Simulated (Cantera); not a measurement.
A freely propagating, adiabatic, planar premixed flame of CH4 : C2H6 : C3H8 : O2 : N2 = 1 : 0.08 : 0.12 : 2.22 : 8.33 (molar parts), equivalence ratio 1.3, unburnt at 498 K and 0.210 bar; mixture-averaged transport, grid criteria slope 0.08 and curve 0.16, no radiation.

Computed with Cantera and GRI-Mech 3.0 (53 species, 325 reactions). Burning velocities carry a grid error of a few per cent, more on coarse grids.

Problem. What does this change do: C2H6 0.08 to 0.1 parts?

Solution. 
| quantity | before | after |
|---|---|---|
| laminar burning velocity | 106 cm/s | 100 cm/s |
| thermal thickness | 1.41 mm | 1.47 mm |
| peak x(CH2) | 0.000102 | 0.000103 |
| peak x(H2) | 0.0499 | 0.0528 |

Problem. What does this change do: inlet temperature 498 to 675 K?

Solution. 
| quantity | before | after |
|---|---|---|
| laminar burning velocity | 106 cm/s | 189 cm/s |
| thermal thickness | 1.41 mm | 1.26 mm |
| peak x(CH2) | 0.000102 | 0.000134 |
| peak x(H2) | 0.0499 | 0.0516 |
